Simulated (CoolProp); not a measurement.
Carbon dioxide along the isobar 21 bar: density (kg/m³) from the reference equation and from simpler models built on Tc = 31.0 °C, pc = 73.77 bar, ω = 0.224; each cubic takes its own stable root.

Computed with CoolProp (reference Helmholtz-energy equation of state, Span 1996).

```tsv
T (°C)	phase	reference
27.75	gas	41.48
56.65	gas	36.55
85.55	gas	32.87
114.35	gas	29.98
143.25	gas	27.60
172.15	gas	25.60
201.05	gas	23.90
229.85	gas	22.43
258.75	gas	21.13
287.65	gas	19.99
316.55	gas	18.96
```

### Question
How far does each simpler model (ideal gas, van der Waals, Redlich-Kwong, Soave-Redlich-Kwong, Peng-Robinson) lie from the reference over these 11 states: mean and median of the absolute difference, and the worst?

### Answer
- ideal gas: mean 3.7 %, median 2.5 %, worst -10.9 % at 27.75 °C and 21 bar
- van der Waals: mean 0.7 %, median 0.8 %, worst -1.7 % at 27.75 °C and 21 bar
- Redlich-Kwong: mean 0.4 %, median 0.4 %, worst +0.5 % at 143.25 °C and 21 bar
- Soave-Redlich-Kwong: mean 0.3 %, median 0.4 %, worst -0.5 % at 287.65 °C and 21 bar
- Peng-Robinson: mean 0.4 %, median 0.3 %, worst +1.1 % at 27.75 °C and 21 bar
